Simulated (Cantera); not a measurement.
Feed: 1 mol NiS, 30 mol H2, 31 mol N2, held at 1.50 Torr.

Equilibrium computed with Cantera from the NASA thermochemical tables; the gas is ideal and each condensed phase is pure. Candidate condensed phases: Ni, NiS, NiS2, Ni3S2, Ni3S4, S; 17 gas species. Metal and sulfide melt together well below either melting point, which pure phases cannot show. Mutual solubility and eutectic melting of coexisting phases are not modelled. Gases not in the tables: S3 to S7. Equilibrium is a limit: real reactors are often held back by kinetics, nucleation or transport.

x: gas mole fraction; n: condensed amount in mol.

```tsv
T (°C)	x N2	x H2	x H	x Ni	n Ni3S2(s)	n Ni3S2(l)	n Ni(s)	n Ni(l)
427	0.508	0.486	<1e-12	<1e-12	0.333	0	0	0
577	0.508	0.486	3.20e-10	<1e-12	0.333	0	0	0
727	0.508	0.486	3.54e-8	<1e-12	0.333	0	0	0
877	0.508	0.486	1.16e-6	5.78e-10	0	0.333	0	0
1027	0.508	0.487	1.73e-5	1.35e-7	0	0.333	0	0
1177	0.506	0.484	(withheld)	(withheld)	0	(withheld)	(withheld)	0
1327	0.505	0.484	(withheld)	(withheld)	0	0	(withheld)	0
1477	0.502	0.481	0.00361	0.00308	0	0	0	0.783
1627	0.493	0.469	0.0121	0.0150	0	0	0	0
1777	0.486	0.452	0.0341	0.0153	0	0	0	0
1927	0.474	0.416	0.0812	0.0151	0	0	0	0
```

What belongs in the gaps?


- 1177, x H: 0.000147
- 1177, x Ni: 8.03e-6
- 1177, n Ni3S2(l): 0.128
- 1177, n Ni(s): 0.616
- 1327, x H: 0.000845
- 1327, x Ni: 0.000211
- 1327, n Ni(s): 0.983
